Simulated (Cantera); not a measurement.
A perfectly stirred reactor is fed with 21.9 % H2, 78.1 % O2, at 0.0120 bar; it is held at 1150 K, and followed from long to short residence time.

Detailed kinetics in Cantera: the H2/O2 subset of GRI-Mech 3.0, which has no nitrogen chemistry. Radical loss at walls, strong at low pressure, is not modelled. The temperature is held fixed by assumption; the heat of reaction is taken as removed at once.

x: mole fraction; the columns are a selection and need not sum to one.

```csv
τ (s),x H2,x O2,x H,x HO2,x O
1.3,0.000734,0.751,0.000498,…,0.00238
0.62,0.00117,0.750,0.00104,…,0.00385
0.30,0.00183,0.747,0.00211,…,0.00613
0.14,0.00291,0.743,0.00439,9.00e-6,0.00987
0.067,0.00450,0.737,0.00872,9.77e-6,0.0154
0.032,0.00684,0.727,0.0166,1.02e-5,0.0232
0.015,0.0102,0.714,0.0296,1.02e-5,0.0332
0.0071,0.0149,0.700,0.0461,9.78e-6,0.0431
0.0034,0.0216,0.690,0.0612,9.26e-6,0.0490
```

**Question.** Some entries are withheld; supply them.

**Answer.** 
- 1.3, x HO2: 5.54e-6
- 0.62, x HO2: 6.77e-6
- 0.30, x HO2: 7.94e-6
